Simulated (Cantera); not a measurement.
A closed system holds: 1 mol Fe3O4, 0.69 mol CH4, 0.16 mol N2, at 0.330 bar.

Equilibrium computed with Cantera from the NASA thermochemical tables; the gas is ideal and each condensed phase is pure. Candidate condensed phases: C, C6H6, C7H8, C8H18, Fe, Fe(CO)5, FeO, Fe(OH)2, Fe(OH)3, Fe2O3, Fe3O4, H2O; 140 gas species. Mutual solubility and eutectic melting of coexisting phases are not modelled. The tables' stoichiometric FeO is somewhat more stable than real wüstite, so its field is too wide. FeO: taken at fixed stoichiometry. The numbers say what is thermodynamically allowed, not how fast it happens.

x: gas mole fraction; n: condensed amount in mol.

```csv
T (K),x H2,x CO,x H2O,x N2,x CO2,x CH4,n Fe(α),n FeO(s),n Fe(γ),n Fe(δ),n FeO(l)
1048,0.515,0.250,0.103,0.0718,0.0594,0.000394,0.0514,2.95,0,0,0
1098,0.505,0.253,0.114,0.0718,0.0565,0.000105,0.0693,2.93,0,0,0
1148,0.495,0.255,0.124,0.0717,0.0541,3.11e-5,0.0871,2.91,0,0,0
1198,0.485,0.257,0.134,0.0717,0.0520,1.02e-5,0,2.90,…,0,0
1248,0.475,0.259,0.143,0.0717,0.0502,3.62e-6,0,2.88,…,0,0
1298,0.466,0.261,0.152,0.0717,0.0486,1.40e-6,0,2.86,…,0,0
1348,0.458,0.262,0.161,0.0717,0.0471,5.81e-7,0,2.85,…,0,0
1398,0.450,0.264,0.169,0.0717,0.0456,2.58e-7,0,2.83,0.168,0,0
1448,0.443,0.265,0.176,0.0717,0.0443,1.21e-7,0,2.82,0.181,0,0
1498,0.436,0.266,0.182,0.0717,0.0431,5.98e-8,0,2.81,0.193,0,0
1548,0.430,0.267,0.188,0.0717,0.0420,3.10e-8,0,2.80,0.204,0,0
1598,0.425,0.268,0.194,0.0717,0.0410,1.68e-8,0,2.79,0.214,0,0
1648,0.419,0.269,0.199,0.0717,0.0400,9.47e-9,0,2.78,0.224,0,0
1698,0.421,0.272,0.198,0.0717,0.0374,6.03e-9,0,0,…,0.214,2.79
```

### Question
What belongs in the gaps?

### Answer

- 1198, n Fe(γ): 0.105
- 1248, n Fe(γ): 0.122
- 1298, n Fe(γ): 0.138
- 1348, n Fe(γ): 0.153
- 1698, n Fe(γ): 0
